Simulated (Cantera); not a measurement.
A Cantera script and what it prints.

```python
import numpy as np
import cantera as ct

gas_names = """
    CL CL2 N N2 Si SiCL SiCL2 SiCL3 SiCL4 SiN Si2 Si2N Si3
""".split()
cond_names = """
    Si(cr) Si(L) Si3N4(a)
""".split()


# ... load() reads the species with a 1 bar reference pressure and builds the phases ...
atoms = {
    'SiCl4': {'Si': 1, 'CL': 4},
    'Cl2': {'CL': 2},
    'N2': {'N': 2},
}
top_T = {'Si3N4(a)': 2400}  # K; cautious upper limits of use, not melting points


# ... equilibrate(T, P, feed) seeds the gas with the atoms and calls Mixture.equilibrate('TP', solver="vcs", rtol=1e-11, max_steps=5000) ...
results = []
feed = {'SiCl4': 1, 'Cl2': 0.018, 'N2': 9.4}  # mol
T = 1373.15  # K
P = 1300  # Pa
mix = equilibrate(T, P, feed)
results.append((T, P, feed, dict(zip(mix.species_names, mix.species_moles))))
x = sorted(zip(gas.X, gas.species_names), reverse=True)
print(f"T = {T:g} K  P = {P:g} Pa  gas = {mix.phase_moles(0):.4g} mol")
print("   x: " + "  ".join(f"{s} {v:.3e}" for v, s in x if v > 1e-05))
print("   condensed (mol): " + ("  ".join(f"{mix.phase(i).name} {mix.phase_moles(i):.4g}"
      for i in range(1, mix.n_phases) if mix.phase_moles(i) > 1e-12) or "none"))
```

Output:

```
T = 1373.15 K  P = 1300 Pa  gas = 10.44 mol
   x: N2 9.007e-01  SiCL4 9.559e-02  CL 3.184e-03  CL2 2.487e-04  SiCL3 2.266e-04
   condensed (mol): none
```

Equilibrium computed with Cantera from the NASA thermochemical tables; the gas is ideal and each condensed phase is pure. The tables' values for SiCl3 are old estimates; treat these amounts as uncertain.
